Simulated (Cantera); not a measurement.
Mixture: C₃H₈ : O₂ : N₂ = 1 : 2.27 : 15.2 (molar parts), equivalence ratio 2.2, at 0.740 bar, adiabatic and at constant volume. Ignition delay is the time to a rise of 400 K.

Computed with Cantera and GRI-Mech 3.0 (53 species, 325 reactions). GRI-Mech 3.0 was tuned for natural gas; its chemistry of propane as a main component is partial and can be far from experiment.

Predict: delay at 1175 K; delay at 1225 K; delay at 1275 K; delay at 1325 K; delay at 1375 K; delay at 1425 K; apparent activation energy between 1325 and 1425 K.


- delay at 1175 K = 16.5 ms
- delay at 1225 K = 6.04 ms
- delay at 1275 K = 2.46 ms
- delay at 1325 K = 1.11 ms
- delay at 1375 K = 0.555 ms
- delay at 1425 K = 0.303 ms
- apparent activation energy between 1325 and 1425 K = 200 kJ/mol
